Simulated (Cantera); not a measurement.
A perfectly stirred reactor is fed with CO : H2 : CH4 : O2 : N2 = 1 : 0.84 : 1.3 : 4.89 : 18.4 (molar parts), equivalence ratio 0.72, at 0.671 atm; it is adiabatic with a 500 K inlet, and is followed from long to short residence time, starting on the burning branch (τ in s: 0.076, 0.035, 0.016, 0.0077, 0.0036, 0.0017, 0.00077, 0.00036, 0.00017, 7.8e-05, 3.6e-05, 1.7e-05, 7.9e-06).

Cantera simulation using GRI-Mech 3.0 (53 species, 325 reactions); the numbers are that mechanism's predictions, not measurements.

Predict: blow-out, bracketed by the residence times tried; x(CO) at τ = 76.0 ms; x(H2) at τ = 76.0 ms; x(CH4) at τ = 76.0 ms; x(N2O) at τ = 76.0 ms; x(CO2) at τ = 76.0 ms; x(CO) at τ = 0.770 ms; x(H2) at τ = 0.770 ms; x(CH4) at τ = 0.770 ms; x(N2O) at τ = 0.770 ms; x(CO2) at τ = 0.770 ms.


| Property | Result |
|---|---|
| blow-out, bracketed by the residence times tried | burning at 78.0 µs, out at 36.0 µs |
| x(CO) at τ = 76.0 ms | 0.00239 |
| x(H2) at τ = 76.0 ms | 0.000707 |
| x(CH4) at τ = 76.0 ms | 4.08e-6 |
| x(N2O) at τ = 76.0 ms | 2.54e-7 |
| x(CO2) at τ = 76.0 ms | 0.0875 |
| x(CO) at τ = 0.770 ms | 0.0179 |
| x(H2) at τ = 0.770 ms | 0.00583 |
| x(CH4) at τ = 0.770 ms | 0.000110 |
| x(N2O) at τ = 0.770 ms | 1.61e-7 |
| x(CO2) at τ = 0.770 ms | 0.0702 |
